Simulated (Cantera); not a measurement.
A closed system holds: 1 mol FeCl₂, 0.26 mol HCl, 15 mol N₂, equilibrated at 1302 °C and 0.0293 Torr.

Cantera equilibrium calculation (NASA polynomials, part measured and part estimated; ideal gas, pure solids and liquids). Candidate condensed phases: Fe, FeCl₂, FeCl₃, NH₄Cl; 18 gas species. Kinetics and transport are ignored.

Base state: N₂ 0.919, FeCl₂ 0.0595, HCl 0.0151, Cl 0.00437, Fe 0.00179, H₂ 0.000335, H 0.000122, FeCl 1.07e-5 (mole fractions); condensed: gas only.

Task: What changes in the equilibrium state with this change: FeCl₂ replaced by PbCl₂?

Result: 
| species | before | after |
|---|---|---|
| N₂ | 0.919 | 0.848 |
| Cl | 0.00437 | 0.0804 |
| Pb | 0 | 0.0269 |
| FeCl₂ | 0.0595 | 0 |
| PbCl | 0 | 0.0266 |
| HCl | 0.0151 | 0.0147 |
| PbCl₂ | 0 | 0.00301 |
| Fe | 0.00179 | 0 |
| FeCl | 1.07e-5 | 0 |
Further candidate phases: Pb, PbCl₂.

Task: What changes in the equilibrium state with this change: pressure from 0.0293 Torr to 0.0495 Torr?

Result: 
| species | before | after |
|---|---|---|
| N₂ | 0.919 | 0.920 |
| FeCl₂ | 0.0595 | 0.0601 |
| HCl | 0.0151 | 0.0151 |
| Cl | 0.00437 | 0.00320 |
| Fe | 0.00179 | 0.00118 |
| H | 0.000122 | 9.82e-5 |
| FeCl | 1.07e-5 | 8.74e-6 |
| H₂ | 0.000335 | 0.000368 |
